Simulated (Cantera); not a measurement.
Cantera run:

```python
import numpy as np
import cantera as ct

gas_names = """
    H HO2 H2 H2O H2O2 O OH O2 O3 Ti TiO TiO2
""".split()
cond_names = """
    H2O(s) H2O(L) Ti(a) Ti(b) Ti(L) TiO(a) TiO(b) TiO(L) TiO2(ru) TiO2(L) Ti2O3(a) Ti2O3(b) Ti2O3(L)
    Ti3O5(a) Ti3O5(b) Ti3O5(L) Ti4O7(s) Ti4O7(L)
""".split()


# ... load() reads the species with a 1 bar reference pressure and builds the phases ...
atoms = {
    'Ti': {'Ti': 1},
    'H2O': {'H': 2, 'O': 1},
    'H2': {'H': 2},
}
top_T = {}  # K; cautious upper limits of use, not melting points


# ... equilibrate(T, P, feed) seeds the gas with the atoms and calls Mixture.equilibrate('TP', solver="vcs", rtol=1e-11, max_steps=5000) ...
results = []
feed = {'Ti': 1, 'H2O': 1.2, 'H2': 490}  # mol
T = 1023.15  # K
P = 13332.2  # Pa
mix = equilibrate(T, P, feed)
results.append((T, P, feed, dict(zip(mix.species_names, mix.species_moles))))
x = sorted(zip(gas.X, gas.species_names), reverse=True)
print(f"T = {T:g} K  P = {P:g} Pa  gas = {mix.phase_moles(0):.4g} mol")
print("   x: " + "  ".join(f"{s} {v:.3e}" for v, s in x if v > 1e-05))
print("   condensed (mol): " + ("  ".join(f"{mix.phase(i).name} {mix.phase_moles(i):.4g}"
      for i in range(1, mix.n_phases) if mix.phase_moles(i) > 1e-12) or "none"))
```

It prints:

```
T = 1023.15 K  P = 13332.2 Pa  gas = 491.2 mol
   x: H2 1.000e+00
   condensed (mol): TiO(a) 0.6  Ti2O3(b) 0.2
```

These are equilibrium values from Cantera (NASA tables, ideal gas, pure condensed phases), not measurements of a reactor. Mutual solubility and eutectic melting of coexisting phases are not modelled. TiO: taken at fixed stoichiometry.
